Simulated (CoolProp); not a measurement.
Vapour-liquid equilibrium of R134a (1) + methanol (2) at 64.85 °C; x and y are mole fractions of (1).

Values from CoolProp's multi-fluid Helmholtz-energy mixture model, Tillner-Roth 1994 and de Reuck 1993; pair parameters Bell 2016.

```csv
x,bubble pressure (MPa),y at the bubble point,dew pressure at overall composition x (MPa),liquid density (mol/L)
0.05,0.3510,0.706,0.1083,22.44
0.125,0.6190,0.832,0.1176,21.15
0.2,0.8002,0.870,0.1286,19.94
0.275,0.9277,0.889,0.1419,18.80
0.35,1.024,0.901,0.1582,17.73
0.425,1.105,0.910,0.1789,16.71
0.5,1.180,0.918,0.2059,15.75
0.575,1.255,0.926,0.2424,14.83
0.65,1.336,0.935,0.2948,13.94
0.725,1.425,0.945,0.3762,13.09
0.8,1.527,0.957,0.5192,12.26
0.875,1.644,0.971,0.8289,11.44
0.95,1.779,0.987,1.467,10.62
```

No azeotrope shows between x = 0.05 and 0.95.

The pair parameters rest on a limited set of measurements; away from them the model extrapolates. The gap from Raoult's law changes sign with composition, which may be real or a fault of the pair parameters; it wasn't checked against measurements. With so large a gap from Raoult's law the liquid may split in two, which this calculation doesn't test in full.
